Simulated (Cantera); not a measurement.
Input: 1 mol TEOS, 7 mol O2, 25 mol N2, 17 mol N2O, held at 1100 K and 1.00 bar.

Cantera equilibrium calculation (NASA polynomials, part measured and part estimated; ideal gas, pure solids and liquids). Candidate condensed phases: C, C6H6, C7H8, C8H18, H2O, Si, SiC, SiO2, Si2N2O, Si3N4; 151 gas species. The feed counts by its element totals alone. Kinetics and transport are ignored.

Base state: N2 0.661, H2O 0.157, CO2 0.126, O2 0.0551, NO 3.99e-5 (mole fractions); condensed: SiO2(β-quartz).

Q: What changes in the equilibrium state with this change: TEOS replaced by SiH2Cl2?

A: 
```json
[
 {"species": "N2", "before": "0.661", "after": "0.720"},
 {"species": "O2", "before": "0.0551", "after": "0.245"},
 {"species": "HCl", "before": "0", "after": "0.0215"},
 {"species": "H2O", "before": "0.157", "after": "0.00640"},
 {"species": "CO2", "before": "0.126", "after": "0"},
 {"species": "Cl2", "before": "0", "after": "0.00634"},
 {"species": "Cl", "before": "0", "after": "0.000121"},
 {"species": "NO", "before": "3.99e-5", "after": "8.78e-5"},
 {"species": "SiO2(β-quartz), mol", "before": "1.00", "after": "1.00"}
]
```
Further candidate phases: NH4Cl.
